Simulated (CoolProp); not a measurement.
A Linde-Hampson liquefier for carbon monoxide: isothermal reversible compression at 230 K from 1 atm to 5 MPa, throttling to 1 atm, return gas leaving the recuperator 0 K below the feed. Each further row changes one setting.

Model: reference Helmholtz-energy equation of state, Lemmon 2006, in CoolProp. It is a short technical equation, of lower accuracy than the large ones.

| case | liquid yield per pass | compression work (kJ/kg of gas) |
|---|---|---|
| as stated | ___ | 261 |
| high pressure 10 MPa | ___ | ___ |
| warm-end temperature 260 K | ___ | ___ |
| warm-end gap 5 K | ___ | 261 |

Fill in the missing entries.


- as stated, liquid yield per pass: 0.057
- high pressure 10 MPa, liquid yield per pass: 0.110
- high pressure 10 MPa, compression work (kJ/kg of gas): 305
- warm-end temperature 260 K, liquid yield per pass: 0.041
- warm-end temperature 260 K, compression work (kJ/kg of gas): 298
- warm-end gap 5 K, liquid yield per pass: 0.043
